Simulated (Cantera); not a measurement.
What does this Cantera script print?

```python
import numpy as np
import cantera as ct

gas_names = """
    H HF
""".split()
cond_names = """
    PbF2(a) PbF2(b) PbF2(L) Pb(cr) Pb(L)
""".split()


# ... load() reads the species with a 1 bar reference pressure and builds the phases ...
species = {s.name: s for s in load("nasa_gas.yaml", gas_names) + load("nasa_condensed.yaml", cond_names)}
# Each term lists the table entries of one substance; the one whose range holds T is used.
reactions = {
    'PbF2 + 2 H(g) = 2 HF(g) + Pb':
        [(-1, ['PbF2(a)', 'PbF2(b)', 'PbF2(L)']), (-2, ['H']), (2, ['HF']), (1, ['Pb(cr)', 'Pb(L)'])],
}


def pick(names, T):
    return next(species[n] for n in names if species[n].thermo.min_temp <= T <= species[n].thermo.max_temp)


results = []
for label, terms in reactions.items():
    print(label)
    print("     T/K   dH/kJ  dS/(J/K)   dG/kJ   log10 K")
    for T in [300, 1575, 1650, 1725, 1800, 1875, 1950]:
        used = [(nu, pick(names, T)) for nu, names in terms]
        dH = sum(nu * s.thermo.h(T) for nu, s in used) / 1e6
        dS = sum(nu * s.thermo.s(T) for nu, s in used) / 1e3
        dG = dH - T * dS / 1e3
        logK = -dG * 1e6 / (ct.gas_constant * T * np.log(10))
        results.append((label, T, dH, dS, dG, logK, [s.name for _, s in used]))
        print(f"{T:8g} {dH:8.1f} {dS:8.1f} {dG:8.1f} {logK:8.2f}")
```

Output:

```
PbF2 + 2 H(g) = 2 HF(g) + Pb
     T/K   dH/kJ  dS/(J/K)   dG/kJ   log10 K
     300   -304.2     69.8   -325.1    56.61
    1575   -382.2    -18.6   -352.9    11.70
    1650   -386.5    -21.2   -351.4    11.12
    1725   -390.7    -23.8   -349.7    10.59
    1800   -394.9    -26.1   -347.8    10.09
    1875   -399.0    -28.4   -345.8     9.63
    1950   -403.1    -30.5   -343.6     9.20
```

Standard-state values (1 bar) from the NASA 1993 polynomials, evaluated with Cantera. Condensed species are held in their standard states even where they would react or evaporate.
